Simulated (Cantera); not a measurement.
A closed system holds: 1 mol Si3H8, 0.072 mol HCl, 210 mol H2, equilibrated at 220 Pa.

Cantera equilibrium calculation (NASA polynomials, part measured and part estimated; ideal gas, pure solids and liquids). Candidate condensed phases: Si; 19 gas species. The feed counts by its element totals alone. Gases not in the tables: Si2H6 and higher silanes. Equilibrium is a limit: real reactors are often held back by kinetics, nucleation or transport.

x: gas mole fraction; n: condensed amount in mol.

```tsv
T (°C)	x H2	x H	x Si	x HCl	x SiH	x SiH2	n Si(s)	n Si(l)
752	1.000	9.29e-8	<1e-12	0.000336	<1e-12	1.90e-10	3.00	0
852	1.000	9.47e-7	?	0.000336	3.74e-11	2.37e-9	3.00	0
952	1.000	6.64e-6	?	0.000336	9.45e-10	1.95e-8	3.00	0
1052	1.000	3.49e-5	?	0.000336	1.46e-8	1.16e-7	3.00	0
1152	1.000	0.000145	?	0.000336	1.53e-7	5.41e-7	3.00	0
1252	0.999	0.000504	?	0.000335	1.17e-6	2.05e-6	3.00	0
1352	0.998	0.00150	?	0.000335	6.91e-6	6.60e-6	2.98	0
1452	0.995	0.00395	?	0.000333	3.09e-5	1.72e-5	0	2.89
```

Task: Complete the blanks.

Result: 
- 852, x Si: 3.19e-11
- 952, x Si: 1.57e-9
- 1052, x Si: 4.29e-8
- 1152, x Si: 7.32e-7
- 1252, x Si: 8.58e-6
- 1352, x Si: 7.40e-5
- 1452, x Si: 0.000461
